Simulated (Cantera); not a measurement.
## Equilibrium for aluminium nitride and oxide growth: AlCl3 + H2O + H2

A closed system holds: 1 mol AlCl3, 0.34 mol H2O, 21 mol H2, at 1973 K.

Method: chemical equilibrium by Gibbs-energy minimisation in Cantera with the NASA 1993 tables (ideal gas, pure condensed phases). Candidate condensed phases: Al, AlCl3, Al2O3, H2O; 29 gas species. The tables' values for AlCl2, AlOH are old estimates; treat these amounts as uncertain. The numbers say what is thermodynamically allowed, not how fast it happens.

From 0.0750 Torr to 750 Torr the condensed part is Al2O3(s). The main Al-bearing gas is AlCl throughout. The share of Al in condensed phases is highest at 750 Torr (22.3 %) and lowest at 0.0750 Torr (17.1 %).

```json
[
 {"P (Pa)": "10", "x H2": "0.758", "x H": "0.117", "x HCl": "0.0791", "x AlCl": "0.0320", "x Cl": "0.00917", "n Al2O3(s)": "0.0854"},
 {"P (Pa)": "46", "x H2": "0.816", "x H": "0.0568", "x HCl": "0.0870", "x AlCl": "0.0328", "x Cl": "0.00453", "n Al2O3(s)": "0.0958"},
 {"P (Pa)": "220", "x H2": "0.846", "x H": "0.0265", "x HCl": "0.0909", "x AlCl": "0.0327", "x Cl": "0.00213", "n Al2O3(s)": "0.103"},
 {"P (Pa)": "1000", "x H2": "0.860", "x H": "0.0125", "x HCl": "0.0920", "x AlCl": "0.0319", "x Cl": "0.00100", "n Al2O3(s)": "0.107"},
 {"P (Pa)": "4600", "x H2": "0.869", "x H": "0.00586", "x HCl": "0.0908", "x AlCl": "0.0300", "x Cl": "0.000458", "n Al2O3(s)": "0.109"},
 {"P (Pa)": "22000", "x H2": "0.877", "x H": "0.00269", "x HCl": "0.0861", "x AlCl": "0.0261", "x Cl": "0.000198", "n Al2O3(s)": "0.111"},
 {"P (Pa)": "100000", "x H2": "0.888", "x H": "0.00127", "x HCl": "0.0767", "x AlCl": "0.0200", "x Cl": "8.21e-5", "n Al2O3(s)": "0.112"}
]
```
x: gas mole fraction; n: condensed amount in mol.
